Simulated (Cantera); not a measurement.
Charge: 1 mol Pb, 2.9 mol H2, 0.32 mol N2, held at 1177 °C and 2400 Pa.

These are equilibrium values from Cantera (NASA tables, ideal gas, pure condensed phases), not measurements of a reactor. Candidate condensed phases: Pb; 11 gas species. The numbers say what is thermodynamically allowed, not how fast it happens.

Base state: H2 0.687, Pb 0.237, N2 0.0758, H 5.06e-5, Pb2 2.72e-5 (mole fractions); condensed: gas only.

Problem. What changes in the equilibrium state with this change: temperature from 1177 °C to 300 °C?

Solution. 
```tsv
species	before	after
H2	0.687	0.900
N2	0.0758	0.0992
NH3	2.72e-7	0.000436
Pb	0.237	<1e-9
H	5.06e-5	<1e-9
Pb2	2.72e-5	<1e-9
Pb(s), mol	0	1.00
```
